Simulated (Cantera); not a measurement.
Source: NASA polynomial tables (part measured, part estimated), evaluated in Cantera. Values are per mole of reaction as written; species without (g) are pure solids or liquids, kept so even where they would boil at 1 bar.

2 F(g) + CaS ⇌ CaF₂ + S, with ΔH° = -911.5 kJ and ΔS° = -273.5 J/K at 300 K.

Q: How far is the shortcut ΔG° ≈ ΔH°(300 K) − T·ΔS°(300 K) from the full temperature-dependent value at 550, 600, 650, 700, 750, 800, 850, 900 K?

A: 
| T (K) | shortcut (kJ) | full (kJ) | difference (kJ) | difference in log10 K | condensed phases |
|---|---|---|---|---|---|
| 550 | -761.1 | -762.6 | 1.5 | -0.15 | CaS(s), CaF₂(s), S(l) |
| 600 | -747.4 | -749.6 | 2.2 | -0.19 | CaS(s), CaF₂(s), S(l) |
| 650 | -733.7 | -736.7 | 3.0 | -0.24 | CaS(s), CaF₂(s), S(l) |
| 700 | -720.0 | -723.9 | 3.8 | -0.29 | CaS(s), CaF₂(s), S(l) |
| 750 | -706.4 | -711.1 | 4.7 | -0.33 | CaS(s), CaF₂(s), S(l) |
| 800 | -692.7 | -698.4 | 5.7 | -0.37 | CaS(s), CaF₂(s), S(l) |
| 850 | -679.0 | -685.7 | 6.7 | -0.41 | CaS(s), CaF₂(s), S(l) |
| 900 | -665.3 | -673.1 | 7.8 | -0.45 | CaS(s), CaF₂(s), S(l) |
The shortcut ignores heat capacities and the phase changes listed.
